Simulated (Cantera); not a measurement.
An adiabatic, constant-volume homogeneous reactor starts with CH₄ : CO : O₂ : N₂ = 1 : 1.1 : 1.16 : 9.16 (molar parts), equivalence ratio 2.2, at 1650 K and 100000 Pa. Integrator tolerance rtol = 1e-08.

Computed with Cantera and GRI-Mech 3.0 (53 species, 325 reactions).

Problem. What does this change do: CO 1.1 to 0.35 parts?

Solution. 
| quantity | before | after |
|---|---|---|
| time of steepest temperature rise | 0.658 ms | 0.625 ms |
| temperature at 9.00 s | 2548 K | 2582 K |
| equilibrium temperature | 2548 K | 2582 K |
| x(CH₄) at 9.00 s | 4.82e-12 (gas-phase equilibrium 5.37e-12) | 2.33e-12 (gas-phase equilibrium 2.62e-12) |
| x(CO) at 9.00 s | 0.135 (gas-phase equilibrium 0.135) | 0.0902 (gas-phase equilibrium 0.0902) |
| x(O₂) at 9.00 s | 3.73e-5 (gas-phase equilibrium 3.73e-5) | 6.88e-5 (gas-phase equilibrium 6.88e-5) |
| x(CH₃) at 9.00 s | 7.70e-12 (gas-phase equilibrium 8.58e-12) | 4.29e-12 (gas-phase equilibrium 4.82e-12) |
| x(HO₂) at 9.00 s | 2.43e-8 (gas-phase equilibrium 2.43e-8) | 4.50e-8 (gas-phase equilibrium 4.50e-8) |
| x(C₂H₆) at 9.00 s | <1e-12 (gas-phase equilibrium <1e-12) | <1e-12 (gas-phase equilibrium <1e-12) |
| x(NO) at 9.00 s | 0.000312 (gas-phase equilibrium 0.000312) | 0.000462 (gas-phase equilibrium 0.000462) |
